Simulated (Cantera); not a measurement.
A perfectly stirred reactor is fed with H₂ : O₂ = 0.035 : 1 (molar parts), at 0.0263 atm; it is held at 1100 K, and followed from long to short residence time.

Model: GRI-Mech 3.0 (53 species, 325 reactions), integrated in Cantera. Radical loss at walls, strong at low pressure, is not modelled. The temperature is held fixed by assumption; the heat of reaction is taken as removed at once.

x: mole fraction; the columns are a selection and need not sum to one.

```csv
τ (s),x H₂,x O₂,x OH,x H₂O₂,x H,x HO₂,x O
7.9,4.28e-5,0.965,(withheld),6.48e-8,4.91e-6,8.72e-7,0.000224
1.4,0.000119,0.965,(withheld),9.66e-8,2.73e-5,1.80e-6,0.000688
0.24,0.000324,0.963,(withheld),1.36e-7,0.000151,3.36e-6,0.00204
0.042,0.000871,0.960,(withheld),1.90e-7,0.000734,5.48e-6,0.00527
0.0073,0.00250,0.953,(withheld),2.79e-7,0.00266,7.60e-6,0.0104
0.0013,0.00795,0.950,(withheld),4.30e-7,0.00499,8.57e-6,0.0119
0.00022,0.0263,0.961,(withheld),2.16e-7,0.00175,6.64e-6,0.00375
```

Fill in the missing entries.


- 7.9, x OH: 0.000176
- 1.4, x OH: 0.000319
- 0.24, x OH: 0.000594
- 0.042, x OH: 0.00111
- 0.0073, x OH: 0.00200
- 0.0013, x OH: 0.00305
- 0.00022, x OH: 0.00180
